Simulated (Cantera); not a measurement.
A freely propagating, adiabatic, planar premixed flame of 12.0 % CH₄, 18.5 % O₂, 69.5 % N₂, unburnt at 450 K and 0.100 bar; unity-Lewis-number transport, grid criteria slope 0.08 and curve 0.16, no radiation.

Computed with Cantera and GRI-Mech 3.0 (53 species, 325 reactions). Unity Lewis numbers drop preferential diffusion, which matters most where H2 and H carry the flame. Burning velocities carry a grid error of a few per cent, more on coarse grids.

x: mole fraction of selected species; z is measured from the peak of heat release.

| z (mm) | T (K) | u (m/s) | x CH₄ | x O₂ | x CH₂CO | x C₂H₄ | x HCO | x H₂ |
|---|---|---|---|---|---|---|---|---|
| -12.7 | 450 | 0.558 | 0.120 | 0.185 | 2.02e-8 | (withheld) | <1e-8 | 8.31e-6 |
| -8.44 | 454 | 0.563 | 0.120 | 0.185 | 4.02e-7 | (withheld) | <1e-8 | 0.000165 |
| -6.33 | 471 | 0.584 | 0.119 | 0.183 | 1.89e-6 | (withheld) | <1e-8 | 0.000776 |
| -4.22 | 583 | 0.726 | 0.110 | 0.171 | 1.22e-5 | (withheld) | <1e-8 | 0.00501 |
| -2.11 | 1053 | 1.34 | 0.0686 | 0.118 | 6.07e-5 | (withheld) | 2.92e-7 | 0.0243 |
| -1.05 | 1452 | 1.89 | 0.0317 | 0.0696 | 9.98e-5 | (withheld) | 1.30e-5 | 0.0414 |
| 0 | 1801 | 2.39 | 0.00451 | 0.0246 | 5.16e-5 | (withheld) | 5.06e-5 | 0.0498 |
| 1.05 | 1907 | 2.54 | 0.000135 | 0.00749 | 3.50e-6 | (withheld) | 7.05e-6 | 0.0440 |
| 2.11 | 1922 | 2.56 | 2.31e-6 | 0.00437 | 1.09e-7 | (withheld) | 2.25e-7 | 0.0431 |
| 4.22 | 1934 | 2.58 | <1e-8 | 0.00354 | <1e-8 | <1e-8 | 2.92e-8 | 0.0444 |
| 8.44 | 1951 | 2.60 | <1e-8 | 0.00316 | <1e-8 | <1e-8 | 2.69e-8 | 0.0446 |
| 16.9 | 1977 | 2.62 | <1e-8 | 0.00267 | <1e-8 | <1e-8 | 2.39e-8 | 0.0443 |
| 33.8 | 2013 | 2.66 | <1e-8 | 0.00201 | <1e-8 | <1e-8 | 1.97e-8 | 0.0438 |

Question: Some entries are withheld; supply them.

Answer: 
- -12.7, x C₂H₄: 1.80e-7
- -8.44, x C₂H₄: 3.59e-6
- -6.33, x C₂H₄: 1.69e-5
- -4.22, x C₂H₄: 0.000109
- -2.11, x C₂H₄: 0.000516
- -1.05, x C₂H₄: 0.000754
- 0, x C₂H₄: 0.000263
- 1.05, x C₂H₄: 5.76e-6
- 2.11, x C₂H₄: 4.04e-8
